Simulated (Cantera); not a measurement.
**Dilute partial oxidation**

An isothermal, constant-pressure homogeneous reactor starts with 0.288 % CH₂O, 0.506 % O₂, 99.2 % N₂, equivalence ratio 0.57, at 1075 K and 100000 Pa.

Model: GRI-Mech 3.0 (53 species, 325 reactions), integrated in Cantera.

```csv
t (s),x CH₂O,x O₂,x NO,x CH₃,x CH₂CO,x C₂H₆,x HCO
0.000500,0.00288,0.00506,<1e-12,<1e-12,<1e-12,<1e-12,3.83e-10
0.00111,0.00288,0.00506,<1e-12,<1e-12,<1e-12,<1e-12,7.51e-10
0.00245,0.00287,0.00506,<1e-12,<1e-12,<1e-12,<1e-12,2.44e-9
0.00544,0.00284,0.00504,<1e-12,1.21e-12,<1e-12,<1e-12,1.90e-8
0.0121,0.00202,0.00476,<1e-12,2.38e-11,3.99e-12,<1e-12,1.90e-7
0.0267,1.73e-11,0.00328,2.23e-8,<1e-12,<1e-12,<1e-12,1.01e-9
0.0592,<1e-12,0.00272,3.26e-8,<1e-12,<1e-12,<1e-12,5.53e-11
0.131,<1e-12,0.00242,3.60e-8,<1e-12,<1e-12,<1e-12,8.80e-12
0.290,<1e-12,0.00226,3.77e-8,<1e-12,<1e-12,<1e-12,<1e-12
0.644,<1e-12,0.00220,3.76e-8,<1e-12,<1e-12,<1e-12,<1e-12
1.43,<1e-12,0.00219,3.68e-8,<1e-12,<1e-12,<1e-12,<1e-12
3.16,<1e-12,0.00218,3.75e-8,<1e-12,<1e-12,<1e-12,<1e-12
7.00,<1e-12,0.00218,3.92e-8,<1e-12,<1e-12,<1e-12,<1e-12
```
x: mole fraction; the columns are a selection and need not sum to one.

Equilibrium at this temperature and pressure: CH₂O <1e-12, O₂ 0.00218, NO 7.74e-6, CH₃ <1e-12, CH₂CO <1e-12, C₂H₆ <1e-12, HCO <1e-12 (gas phase only).
